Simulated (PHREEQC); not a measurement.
A solution holds 0.24 mol/kgw Cu(NO3)2, 0.0011 mol/kgw H2SO4 and 0.025 mol/kgw Na2SO4, at 25 °C. Closed to the air; pH follows from the charge balance.

All values are PHREEQC results (ion-association model, wateq4f.dat), not measurements.

```
quantity                           before     after
-------------------------------  --------  --------
pH                                   2.86      1.88
ionic strength (mol/kgw)            0.736     0.744
Cu+2 (mol/kgw)                      0.225     0.222
CuSO4 (mol/kgw)                    0.0152    0.0185
SO4-2 (mol/kgw)                    0.0100    0.0125
NaSO4- (mol/kgw)                 0.000461  0.000571
SI of Chalcanthite (CuSO4:5H2O)     -1.44     -1.36
SI of Tenorite (CuO)                -3.20     -5.18
```

What was changed between the two runs?
(A) H2SO4 from 0.0011 to 0.00165 mol/kgw
(B) temperature from 25 to 85 °C
(C) Cu(NO3)2 from 0.24 to 0.024 mol/kgw
(D) H2SO4 from 0.0011 to 0.011 mol/kgw

D, H2SO4 from 0.0011 to 0.011 mol/kgw

This is a speciation only: nothing precipitates in the calculation. The ionic strength passes 0.7 mol/kgw, the rough limit of the ion-association models, in every such run.
